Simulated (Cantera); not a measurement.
Input: 1 mol Pb, 0.38 mol CO, 9.7 mol N2, held at 1175 K and 0.100 bar.

Cantera equilibrium calculation (NASA polynomials, part measured and part estimated; ideal gas, pure solids and liquids). Candidate condensed phases: C, Pb, PbO, PbO2, Pb3O4; 27 gas species. The numbers say what is thermodynamically allowed, not how fast it happens.

Task: What is the equilibrium state?

Result: 
```json
{
  "x(N2)": "0.958",
  "x(CO)": "0.0375",
  "x(Pb)": "0.00435",
  "x(CO2)": "3.81e-6",
  "n(C(graphite))": "3.86e-5 mol",
  "n(Pb(l))": "0.956 mol",
  "gas_amount": "10.12 mol",
  "log10 activity of PbO2(s) (absent)": "-22.03"
}
```
